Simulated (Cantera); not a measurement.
Cantera run, input and output.

```python
import numpy as np
import cantera as ct

gas = ct.Solution("gri30.yaml")
gas.TPX = 1773, 101325, {'CH4': 1, 'CO': 0.47, 'O2': 4.76, 'N2': 17.9}
reactor = ct.IdealGasConstPressureReactor(gas, energy="on", clone=False)
net = ct.ReactorNet([reactor])
net.rtol, net.atol = 1e-08, 1e-16
show = ['CH4', 'CO', 'O2', 'CH2CO', 'CH3', 'NO2']
times = np.geomspace(2e-06, 0.8, 14)

steps = ct.SolutionArray(gas, extra=["t"])
rows = []
print(f"{'t/s':>10s}{'T/K':>9s}{'P/Pa':>11s}" + "".join(f"{s:>11s}" for s in show))
for t in times:
    while net.time < t:
        t_next = net.step()
        steps.append(gas.state, t=t_next)
    rows.append([np.interp(t, steps.t, y) for y in (steps.T, steps.P, *steps(*show).X.T)])
    print(f"{t:10.3e}{rows[-1][0]:9.1f}{rows[-1][1]:11.4g}" + "".join(f"{x:11.3e}" for x in rows[-1][2:]))
rate = np.gradient(steps.T, steps.t)
print("integrator steps:", len(steps.t))
if steps.T.max() > steps.T[0] + 200:
    print(f"time of steepest temperature rise: {steps.t[rate.argmax()]:.4e} s")
gas.TPX = 1773, 101325, {'CH4': 1, 'CO': 0.47, 'O2': 4.76, 'N2': 17.9}
gas.equilibrate("HP")
print(f"equilibrium (HP): T = {gas.T:.1f} K  " + "  ".join(f"{s} {gas[s].X[0]:.3e}" for s in show))
```

Result:

```
       t/s      T/K       P/Pa        CH4         CO         O2      CH2CO        CH3        NO2
 2.000e-06   1773.0  1.013e+05  4.144e-02  1.948e-02  1.973e-01  1.944e-11  6.547e-06  2.672e-18
 5.395e-06   1772.9  1.013e+05  4.142e-02  1.948e-02  1.973e-01  1.824e-10  2.202e-05  8.442e-17
 1.455e-05   1772.8  1.013e+05  4.136e-02  1.947e-02  1.972e-01  1.632e-09  7.217e-05  2.215e-15
 3.925e-05   1772.9  1.013e+05  4.103e-02  1.947e-02  1.971e-01  2.256e-08  2.861e-04  7.317e-14
 1.059e-04   1823.2  1.013e+05  3.046e-02  2.273e-02  1.878e-01  4.871e-05  2.638e-03  4.145e-11
 2.855e-04   2449.1  1.013e+05  2.014e-18  1.488e-02  1.028e-01  6.470e-20  4.066e-17  1.116e-07
 7.702e-04   2572.6  1.013e+05  1.715e-18  9.304e-03  1.027e-01  2.881e-20  2.453e-17  7.813e-07
 2.077e-03   2575.8  1.013e+05  1.676e-18  8.871e-03  1.015e-01  2.605e-20  2.316e-17  2.329e-06
 5.603e-03   2568.8  1.013e+05  1.602e-18  8.697e-03  9.897e-02  2.418e-20  2.171e-17  5.349e-06
 1.511e-02   2561.3  1.013e+05  1.524e-18  8.511e-03  9.628e-02  2.221e-20  2.021e-17  8.555e-06
 4.077e-02   2559.2  1.013e+05  1.504e-18  8.462e-03  9.556e-02  2.171e-20  1.982e-17  9.403e-06
 1.100e-01   2559.2  1.013e+05  1.503e-18  8.461e-03  9.555e-02  2.170e-20  1.981e-17  9.416e-06
 2.966e-01   2559.2  1.013e+05  1.503e-18  8.461e-03  9.555e-02  2.170e-20  1.981e-17  9.416e-06
 8.000e-01   2559.2  1.013e+05  1.503e-18  8.461e-03  9.555e-02  2.170e-20  1.981e-17  9.416e-06
integrator steps: 1561
time of steepest temperature rise: 1.2360e-04 s
equilibrium (HP): T = 2559.2 K  CH4 2.225e-18  CO 8.461e-03  O2 9.555e-02  CH2CO 2.661e-20  CH3 2.932e-17  NO2 9.416e-06
```

Computed with Cantera and GRI-Mech 3.0 (53 species, 325 reactions).
